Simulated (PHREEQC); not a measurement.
PHREEQC input (Pitzer model, pitzer.dat):

```
SOLUTION 1
  temp 20
  units mol/kgw
  pH 7 charge
  S(6) 0.031
  Na 0.062
END
SELECTED_OUTPUT 1
  -reset false
  -pH true
  -pe true
  -ionic_strength true
  -water true
  -totals Na S
  -molalities H+ Na+ SO4-2 OH- HSO4-
  -equilibrium_phases Mirabilite Thenardite
PRINT
  -reset false
USE solution 1
REACTION_PRESSURE 1
  1 50 100 200 300 400 500 600 800 1000
EQUILIBRIUM_PHASES 1
  Mirabilite 0 30
  Thenardite 0 0
END
```

Selected output (columns that matter, 10 of 10 rows; P (atm) added in front):

```
P (atm)	pH	mu	Na	S	m_H+	m_Na+	m_SO4-2	m_OH-	Mirabilite
1	7.4329	4.1303	2.7535	1.3768	8.0908e-08	2.7535	1.3768	3.339e-07	28.21
50	7.4219	4.1595	2.773	1.3865	8.269e-08	2.773	1.3865	3.3573e-07	28.193
100	7.4114	4.1816	2.7878	1.3939	8.4443e-08	2.7878	1.3939	3.3782e-07	28.18
200	7.3926	4.2067	2.8045	1.4022	8.7767e-08	2.8045	1.4022	3.4271e-07	28.165
300	7.3764	4.21	2.8067	1.4033	9.086e-08	2.8067	1.4033	3.4846e-07	28.163
400	7.3623	4.1959	2.7973	1.3987	9.3732e-08	2.7973	1.3987	3.5504e-07	28.172
500	7.3501	4.1683	2.7789	1.3894	9.6386e-08	2.7789	1.3894	3.624e-07	28.188
600	7.3396	4.1297	2.7532	1.3766	9.8816e-08	2.7532	1.3766	3.705e-07	28.211
800	7.3228	4.0335	2.689	1.3445	1.0302e-07	2.689	1.3445	3.8883e-07	28.267
1000	7.3107	3.9266	2.6178	1.3089	1.0631e-07	2.6178	1.3089	4.0989e-07	28.328
```

Species that the database lacks are ignored.
